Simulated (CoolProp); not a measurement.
Properties of propylene along the isobar 23700 kPa.

Model: reference Helmholtz-energy equation of state, Lemmon 2013, in CoolProp.

```json
[
 {"T (°C)": "-174.95", "phase": "liquid", "cp (kJ/(kg K))": "2.143", "cv (kJ/(kg K))": "1.537", "speed of sound (m/s)": "2025", "expansivity (1/kK)": "1.449", "conductivity (mW/(m K))": "188"},
 {"T (°C)": "-155.75", "phase": "liquid", "cp (kJ/(kg K))": "2.091", "cv (kJ/(kg K))": "1.464", "speed of sound (m/s)": "1929", "expansivity (1/kK)": "1.432", "conductivity (mW/(m K))": "185"},
 {"T (°C)": "-136.55", "phase": "liquid", "cp (kJ/(kg K))": "2.057", "cv (kJ/(kg K))": "1.412", "speed of sound (m/s)": "1829", "expansivity (1/kK)": "1.434", "conductivity (mW/(m K))": "182"},
 {"T (°C)": "-117.25", "phase": "liquid", "cp (kJ/(kg K))": "2.039", "cv (kJ/(kg K))": "1.378", "speed of sound (m/s)": "1726", "expansivity (1/kK)": "1.452", "conductivity (mW/(m K))": "177"},
 {"T (°C)": "-98.05", "phase": "liquid", "cp (kJ/(kg K))": "2.039", "cv (kJ/(kg K))": "1.361", "speed of sound (m/s)": "1623", "expansivity (1/kK)": "1.483", "conductivity (mW/(m K))": "172"},
 {"T (°C)": "-78.85", "phase": "liquid", "cp (kJ/(kg K))": "2.054", "cv (kJ/(kg K))": "1.361", "speed of sound (m/s)": "1519", "expansivity (1/kK)": "1.527", "conductivity (mW/(m K))": "166"},
 {"T (°C)": "-59.55", "phase": "liquid", "cp (kJ/(kg K))": "2.084", "cv (kJ/(kg K))": "1.376", "speed of sound (m/s)": "1416", "expansivity (1/kK)": "1.582", "conductivity (mW/(m K))": "160"},
 {"T (°C)": "-40.35", "phase": "liquid", "cp (kJ/(kg K))": "2.126", "cv (kJ/(kg K))": "1.403", "speed of sound (m/s)": "1314", "expansivity (1/kK)": "1.651", "conductivity (mW/(m K))": "153"},
 {"T (°C)": "-21.05", "phase": "liquid", "cp (kJ/(kg K))": "2.179", "cv (kJ/(kg K))": "1.439", "speed of sound (m/s)": "1215", "expansivity (1/kK)": "1.735", "conductivity (mW/(m K))": "147"},
 {"T (°C)": "-1.85", "phase": "liquid", "cp (kJ/(kg K))": "2.242", "cv (kJ/(kg K))": "1.483", "speed of sound (m/s)": "1120", "expansivity (1/kK)": "1.834", "conductivity (mW/(m K))": "140"},
 {"T (°C)": "17.35", "phase": "liquid", "cp (kJ/(kg K))": "2.311", "cv (kJ/(kg K))": "1.533", "speed of sound (m/s)": "1029", "expansivity (1/kK)": "1.953", "conductivity (mW/(m K))": "133"},
 {"T (°C)": "36.65", "phase": "liquid", "cp (kJ/(kg K))": "2.387", "cv (kJ/(kg K))": "1.586", "speed of sound (m/s)": "942.3", "expansivity (1/kK)": "2.093", "conductivity (mW/(m K))": "126"},
 {"T (°C)": "55.85", "phase": "liquid", "cp (kJ/(kg K))": "2.468", "cv (kJ/(kg K))": "1.643", "speed of sound (m/s)": "860.4", "expansivity (1/kK)": "2.255", "conductivity (mW/(m K))": "119"}
]
```

Thermal conductivity comes from a separate model (Huber 2003), an estimate that may be off by 10 % or more.
